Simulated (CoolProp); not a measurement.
The numbers come from the reference Helmholtz-energy equation of state, Wu 2012 in CoolProp.

**Question.** Give the vapour pressure (MPa), liquid density (kg/m³), vapour density (kg/m³), liquid cp (kJ/(kg K)) of saturated fluoroethane (R161) at -6.45, 37.35, 42.75 °C.

**Answer.** 
```json
[
 {"T (°C)": "-6.45", "p (MPa)": "0.351", "liquid density (kg/m³)": "770", "vapour density (kg/m³)": "8.30", "liquid cp (kJ/(kg K))": "2.09"},
 {"T (°C)": "37.35", "p (MPa)": "1.28", "liquid density (kg/m³)": "683", "vapour density (kg/m³)": "30.0", "liquid cp (kJ/(kg K))": "2.40"},
 {"T (°C)": "42.75", "p (MPa)": "1.46", "liquid density (kg/m³)": "670", "vapour density (kg/m³)": "34.6", "liquid cp (kJ/(kg K))": "2.45"}
]
```
